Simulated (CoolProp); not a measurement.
Vapour-liquid equilibrium of n-butane (1) + acetone (2) at 330.8 K; x and y are mole fractions of (1).

Model: multi-fluid Helmholtz-energy mixture model, Bücker 2006 and Lemmon 2006; pair parameters Bell 2016, in CoolProp.

Task: Give the bubble pressure and the first vapour's composition at x = 0.15, 0.65, 0.95. Is there an azeotrope?

Result: x = 0.15: 3.192 bar, y = 0.687; x = 0.65: 5.372 bar, y = 0.859; x = 0.95: 5.960 bar, y = 0.962. No azeotrope shows between x = 0.05 and 0.95.

The pair parameters rest on a limited set of measurements; away from them the model extrapolates. With so large a gap from Raoult's law the liquid may split in two, which this calculation doesn't test in full.
